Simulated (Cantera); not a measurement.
Charge: 1 mol H2O, 0.79 mol O2, equilibrated at 23.0 Pa.

Method: chemical equilibrium by Gibbs-energy minimisation in Cantera with the NASA 1993 tables (ideal gas, pure condensed phases). Candidate condensed phases: H2O; 9 gas species. Rates play no part.

### Question
At 1898 K, list the 5 most abundant gas species with their mole fractions, and the condensed phases.

### Answer
H2O 0.525, O2 0.424, OH 0.0268, O 0.0126, H2 0.00681. Condensed: gas only.
